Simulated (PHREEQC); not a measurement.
## Ultrapure water in contact with air or piping (model solution)

A made-up water analysis in mg/L, 25 °C, pH 6.34, pe 2: Na 0.0151; K 0.0021; Ca 0.0111; Mg 0.0048; Cl 0.00126; S(6) as SO4 0.0282; Alkalinity as HCO3 0.0669; Mn(2) 0.000606.

Valence states are taken as typed.

Model: ion-association model, phreeqc.dat, run in PHREEQC.

```yaml
ionic_strength: 2.94e-6 mol/kgw
charge_balance_error: -0.9 %
```

```csv
species,molality,activity,log γ
CO2,1.57e-6,1.57e-6,0.000
HCO3-,1.53e-6,1.53e-6,-0.001
Na+,6.57e-7,6.56e-7,-0.001
H+,4.58e-7,4.57e-7,-0.001
SO4-2,2.93e-7,2.91e-7,-0.003
Ca+2,2.77e-7,2.75e-7,-0.003
Mg+2,1.97e-7,1.96e-7,-0.003
K+,5.37e-8,5.36e-8,-0.001
Cl-,3.55e-8,3.55e-8,-0.001
OH-,2.22e-8,2.21e-8,-0.001
Mn+2,1.10e-8,1.09e-8,-0.003
```

This is a speciation only: nothing precipitates in the calculation. Complexes and solids missing from the database can't appear.
